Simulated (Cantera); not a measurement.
A closed system holds: 1 mol C₆H₆, 0.12 mol O₂, 0.21 mol N₂, held at 3.10 bar.

These are equilibrium values from Cantera (NASA tables, ideal gas, pure condensed phases), not measurements of a reactor. Candidate condensed phases: C, C₆H₆, C₇H₈, C₈H₁₈, H₂O; 136 gas species. Equilibrium is a limit: real reactors are often held back by kinetics, nucleation or transport.

**Question.** At 2225 °C, list the 6 most abundant gas species with their mole fractions, and the condensed phases.

**Answer.** H₂ 0.840, CO 0.0691, N₂ 0.0522, HCN 0.0148, H 0.0130, C₂H₂ (acetylene) 0.00901. Condensed: C(graphite).
